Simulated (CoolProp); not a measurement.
Saturation properties of sulfur dioxide (Tc = 157.5 °C, pc = 78.87 bar, ω = 0.256).

The numbers come from the reference Helmholtz-energy equation of state, Gao 2016 in CoolProp.

```json
[
 {"T (°C)": "-36.85", "p (bar)": "0.2597", "liquid density (kg/m³)": "1531", "vapour density (kg/m³)": "0.8560", "enthalpy of vaporisation (kJ/kg)": "412.5", "surface tension (mN/m)": "33.8"},
 {"T (°C)": "-31.45", "p (bar)": "0.3515", "liquid density (kg/m³)": "1517", "vapour density (kg/m³)": "1.136", "enthalpy of vaporisation (kJ/kg)": "408.0", "surface tension (mN/m)": "32.8"},
 {"T (°C)": "-25.95", "p (bar)": "0.4708", "liquid density (kg/m³)": "1503", "vapour density (kg/m³)": "1.492", "enthalpy of vaporisation (kJ/kg)": "403.3", "surface tension (mN/m)": "31.7"},
 {"T (°C)": "-20.55", "p (bar)": "0.6183", "liquid density (kg/m³)": "1489", "vapour density (kg/m³)": "1.924", "enthalpy of vaporisation (kJ/kg)": "398.7", "surface tension (mN/m)": "30.6"},
 {"T (°C)": "-15.05", "p (bar)": "0.8049", "liquid density (kg/m³)": "1475", "vapour density (kg/m³)": "2.461", "enthalpy of vaporisation (kJ/kg)": "394.0", "surface tension (mN/m)": "29.5"},
 {"T (°C)": "-9.55", "p (bar)": "1.034", "liquid density (kg/m³)": "1460", "vapour density (kg/m³)": "3.111", "enthalpy of vaporisation (kJ/kg)": "389.1", "surface tension (mN/m)": "28.4"},
 {"T (°C)": "-4.15", "p (bar)": "1.308", "liquid density (kg/m³)": "1446", "vapour density (kg/m³)": "3.874", "enthalpy of vaporisation (kJ/kg)": "384.3", "surface tension (mN/m)": "27.3"},
 {"T (°C)": "1.35", "p (bar)": "1.643", "liquid density (kg/m³)": "1432", "vapour density (kg/m³)": "4.796", "enthalpy of vaporisation (kJ/kg)": "379.3", "surface tension (mN/m)": "26.3"},
 {"T (°C)": "6.75", "p (bar)": "2.034", "liquid density (kg/m³)": "1417", "vapour density (kg/m³)": "5.860", "enthalpy of vaporisation (kJ/kg)": "374.3", "surface tension (mN/m)": "25.2"},
 {"T (°C)": "12.25", "p (bar)": "2.504", "liquid density (kg/m³)": "1402", "vapour density (kg/m³)": "7.126", "enthalpy of vaporisation (kJ/kg)": "369.0", "surface tension (mN/m)": "24.1"},
 {"T (°C)": "17.75", "p (bar)": "3.056", "liquid density (kg/m³)": "1387", "vapour density (kg/m³)": "8.597", "enthalpy of vaporisation (kJ/kg)": "363.7", "surface tension (mN/m)": "23.1"}
]
```

It boils at -10.0 °C under 1 atm.

Surface tension comes from a separate correlation (Mulero 2012).
